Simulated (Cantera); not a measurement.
A Cantera script and its output.

```python
import numpy as np
import cantera as ct

gas = ct.Solution("gri30.yaml")
gas.TPX = 1075, 6400, {'N2O': 1, 'H2O': 0.0094}
reactor = ct.IdealGasConstPressureReactor(gas, energy="off", clone=False)
net = ct.ReactorNet([reactor])
net.rtol, net.atol = 1e-08, 1e-18
show = ['N2O', 'H2O', 'O2', 'H', 'N2', 'O']
times = np.geomspace(8e-06, 30, 12)

steps = ct.SolutionArray(gas, extra=["t"])
rows = []
print(f"{'t/s':>10s}{'T/K':>9s}{'P/Pa':>11s}" + "".join(f"{s:>11s}" for s in show))
for t in times:
    while net.time < t:
        t_next = net.step()
        steps.append(gas.state, t=t_next)
    rows.append([np.interp(t, steps.t, y) for y in (steps.T, steps.P, *steps(*show).X.T)])
    print(f"{t:10.3e}{rows[-1][0]:9.1f}{rows[-1][1]:11.4g}" + "".join(f"{x:11.3e}" for x in rows[-1][2:]))
rate = np.gradient(steps.T, steps.t)
print("integrator steps:", len(steps.t))
if steps.T.max() > steps.T[0] + 200:
    print(f"time of steepest temperature rise: {steps.t[rate.argmax()]:.4e} s")
gas.TPX = 1075, 6400, {'N2O': 1, 'H2O': 0.0094}
gas.equilibrate("TP")
print(f"equilibrium (TP): T = {gas.T:.1f} K  " + "  ".join(f"{s} {gas[s].X[0]:.3e}" for s in show))
```

Output:

```
       t/s      T/K       P/Pa        N2O        H2O         O2          H         N2          O
 8.000e-06   1075.0       6400  9.907e-01  9.312e-03  2.864e-10  6.993e-19  1.180e-08  1.120e-08
 3.168e-05   1075.0       6400  9.907e-01  9.312e-03  4.250e-09  1.245e-16  4.983e-08  4.103e-08
 1.254e-04   1075.0       6400  9.907e-01  9.312e-03  5.483e-08  1.159e-14  2.353e-07  1.218e-07
 4.966e-04   1075.0       6400  9.907e-01  9.312e-03  4.751e-07  2.442e-13  1.190e-06  2.058e-07
 1.966e-03   1075.0       6400  9.907e-01  9.312e-03  2.443e-06  1.346e-12  5.275e-06  2.133e-07
 7.785e-03   1075.0       6400  9.907e-01  9.312e-03  1.026e-05  5.145e-12  2.150e-05  2.133e-07
 3.083e-02   1075.0       6400  9.906e-01  9.312e-03  4.124e-05  1.580e-11  8.590e-05  2.131e-07
 1.221e-01   1075.0       6400  9.902e-01  9.310e-03  1.643e-04  4.057e-11  3.422e-04  2.127e-07
 4.833e-01   1075.0       6400  9.886e-01  9.305e-03  6.525e-04  5.213e-11  1.365e-03  2.113e-07
 1.914e+00   1075.0       6400  9.824e-01  9.286e-03  2.577e-03  5.658e-11  5.400e-03  2.051e-07
 7.577e+00   1075.0       6400  9.586e-01  9.212e-03  1.006e-02  5.752e-11  2.092e-02  1.952e-07
 3.000e+01   1075.0       6400  8.719e-01  8.942e-03  3.747e-02  6.236e-11  7.734e-02  1.892e-07
integrator steps: 960
equilibrium (TP): T = 1075.0 K  N2O 1.388e-09  H2O 6.228e-03  O2 3.312e-01  H 3.207e-13  N2 6.625e-01  O 3.003e-09
```

Cantera simulation using GRI-Mech 3.0 (53 species, 325 reactions); the numbers are that mechanism's predictions, not measurements. GRI-Mech 3.0 was tuned for natural gas; its chemistry of N2O as a main component is partial and can be far from experiment. The mechanism lacks the step 2 NO + O2 → 2 NO2, which can matter for NO2 below about 1400 K. The temperature is held fixed by assumption; the heat of reaction is taken as removed at once.
